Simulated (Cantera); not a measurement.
A freely propagating, adiabatic, planar premixed flame of 21.7 % CO, 6.52 % H₂, 2.39 % CH₄, 14.5 % O₂, 54.8 % N₂, equivalence ratio 1.3, unburnt at 625 K and 5.00 bar; multicomponent+Soret transport, grid criteria slope 0.08 and curve 0.16, no radiation.

Model: GRI-Mech 3.0 (53 species, 325 reactions), integrated in Cantera. Burning velocities carry a grid error of a few per cent, more on coarse grids.

x: mole fraction of selected species; z is measured from the peak of heat release.

```
z (mm)   T (K)  u (m/s)    x CO    x H₂    x CH₄   x C₂H₆      x H   x C₂H₄
-------  -----  -------  ------  ------  -------  -------  -------  -------
-0.206     625     2.23   0.217  0.0650   0.0239    <1e-8    <1e-8    <1e-8
-0.137     625     2.23   0.218  0.0640   0.0239    <1e-8    <1e-8    <1e-8
-0.103     626     2.23   0.218  0.0622   0.0240    <1e-8    <1e-8    <1e-8
-0.0687    630     2.23   0.219  0.0570   0.0240  6.96e-8    <1e-8  1.31e-8
-0.0344    754     2.64   0.220  0.0428   0.0221  6.73e-6  4.53e-5  9.61e-7
-0.0172   1104     3.84   0.213  0.0336   0.0160  2.96e-5  0.00109  6.62e-6
0         1560     5.40   0.197  0.0234  0.00489  8.16e-6  0.00552  9.43e-6
0.0172    1823     6.25       ?       ?        ?        ?        ?        ?
0.0344    1958     6.63       ?  0.0128        ?    <1e-8   0.0125    <1e-8
0.0687    2108     7.03   0.124  0.0131  2.73e-8    <1e-8   0.0117    <1e-8
0.137     2253     7.44   0.112  0.0127    <1e-8    <1e-8  0.00835    <1e-8
0.275     2376     7.78   0.105  0.0114    <1e-8    <1e-8  0.00513    <1e-8
0.550     2467     8.03  0.0982  0.0102    <1e-8    <1e-8  0.00312    <1e-8
```

Task: Complete the blanks.

Result: 
- 0.0172, x CO: 0.170
- 0.0172, x H₂: 0.0151
- 0.0172, x CH₄: 0.000376
- 0.0172, x C₂H₆: 5.88e-8
- 0.0172, x H: 0.0106
- 0.0172, x C₂H₄: 5.90e-7
- 0.0344, x CO: 0.146
- 0.0344, x CH₄: 1.32e-5
